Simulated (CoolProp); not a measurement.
A single-stage vapour-compression cycle with R114: evaporating at 325.15 K (dew point), condensing at 358.15 K (bubble point), superheat 10 K, subcooling 8 K, compressor efficiency 0.7, no pressure losses. Each further row changes one setting.

Values from CoolProp's reference Helmholtz-energy equation of state, Platzer 1990. This equation is an older, rougher fit; its heat capacities, sound speeds and derivatives of the liquid may be far off and weren't checked against measurements.

| case | cooling COP | pressure ratio | discharge temperature (K) | refrigerating effect (kJ/kg) | volumetric capacity (kJ/m³) |
|---|---|---|---|---|---|
| as stated | 6.09 | 2.20 | 365.0 | 97.6 | 3170 |
| evaporating temperature 330.15 K | (withheld) | 1.93 | (withheld) | 101 | 3710 |
| condensing temperature 353.15 K | 7.43 | 1.97 | 360.6 | 103 | 3350 |
| subcooling 13 K | (withheld) | 2.20 | 365.0 | 103 | 3350 |
| superheat 20 K | 6.27 | 2.20 | 374.9 | 105 | 3280 |
| compressor efficiency 0.6 | 5.22 | 2.20 | 368.1 | 97.6 | 3170 |

Question: Some entries are withheld; supply them.

Answer: 
- evaporating temperature 330.15 K, cooling COP: 7.49
- evaporating temperature 330.15 K, discharge temperature (K): 365.4
- subcooling 13 K, cooling COP: 6.43
